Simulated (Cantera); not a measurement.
Charge: 1 mol SiH2Cl2, 0.12 mol H2O, 4.2 mol NO, held at 0.000470 bar.

Method: chemical equilibrium by Gibbs-energy minimisation in Cantera with the NASA 1993 tables (ideal gas, pure condensed phases). Candidate condensed phases: H2O, NH4Cl, Si, SiO2, Si2N2O, Si3N4; 47 gas species. The tables hold silica as quartz up to 1696 K and as liquid above; real silica turns to tridymite and cristobalite and melts near 1996 K. Equilibrium is a limit: real reactors are often held back by kinetics, nucleation or transport. All values below are at 1148 K.

Base state: N2 0.395, HCl 0.357, O2 0.202, H2O 0.0322, Cl 0.00892, Cl2 0.00520, NO 8.96e-5 (mole fractions); condensed: SiO2(β-quartz).

**Question.** What changes in the equilibrium state with this change: H2O from 0.12 to 0.46 mol?

**Answer.** 
```json
[
 {"species": "N2", "before": "0.395", "after": "0.371"},
 {"species": "HCl", "before": "0.357", "after": "0.344"},
 {"species": "O2", "before": "0.202", "after": "0.192"},
 {"species": "H2O", "before": "0.0322", "after": "0.0856"},
 {"species": "Cl2", "before": "0.00520", "after": "0.00178"},
 {"species": "Cl", "before": "0.00892", "after": "0.00521"},
 {"species": "SiO2(β-quartz), mol", "before": "1.00", "after": "1.00"}
]
```
